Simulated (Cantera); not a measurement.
A closed system holds: 1 mol Ta2O5, 8.5 mol CO, 0.24 mol H2, 4.6 mol C, equilibrated at 1500 K and 90.0 Torr.

Cantera equilibrium calculation (NASA polynomials, part measured and part estimated; ideal gas, pure solids and liquids). Candidate condensed phases: C, C6H6, C7H8, C8H18, H2O, Ta, TaC, Ta2O5; 113 gas species. Mutual solubility and eutectic melting of coexisting phases are not modelled. TaC: taken at fixed stoichiometry. Condensed phases not in the tables: Ta2C. Kinetics and transport are ignored.

Base state: CO 0.979, H2 0.0199, CO2 0.00110, H2O 5.80e-5 (mole fractions); condensed: TaC(s) + Ta2O5(s).

Question: What changes in the equilibrium state with this change: temperature from 1500 K to 2123 K?

Answer: 
```json
[
 {"species": "CO", "before": "0.979", "after": "0.978"},
 {"species": "H2", "before": "0.0199", "after": "0.0191"},
 {"species": "H", "before": "7.17e-6", "after": "0.00143"},
 {"species": "TaO2", "before": "<1e-9", "after": "4.42e-5"},
 {"species": "H2O", "before": "5.80e-5", "after": "0.000102"},
 {"species": "CO2", "before": "0.00110", "after": "0.00104"},
 {"species": "TaC(s), mol", "before": "1.32", "after": "1.32"},
 {"species": "Ta2O5(s), mol", "before": "0.341", "after": "0"},
 {"species": "Ta2O5(l), mol", "before": "0", "after": "0.341"}
]
```

Question: What changes in the equilibrium state with this change: pressure from 90.0 Torr to 7.50 Torr?

Answer: 
```csv
species,before,after
CO,0.979,0.979
H2,0.0199,0.0199
CO2,0.00110,0.000543
H2O,5.80e-5,2.86e-5
H,7.17e-6,2.48e-5
"TaC(s), mol",1.32,1.32
"Ta2O5(s), mol",0.341,0.342
```

Question: What changes in the equilibrium state with this change: Ta2O5 replaced by SiO2?

Answer: 
```
species               before    after
-------------------  -------  -------
CO                     0.979    0.972
H2                    0.0199   0.0274
CO2                  0.00110  7.53e-5
SiO                        0  7.13e-5
H2O                  5.80e-5  5.50e-6
TaC(s), mol             1.32        0
Ta2O5(s), mol          0.341        0
C(graphite), mol           0     4.60
SiO2(β-quartz), mol        0    0.999
```
The tables hold silica as quartz up to 1696 K and as liquid above; real silica turns to tridymite and cristobalite and melts near 1996 K. Further candidate phases: Si, SiC, SiO2.
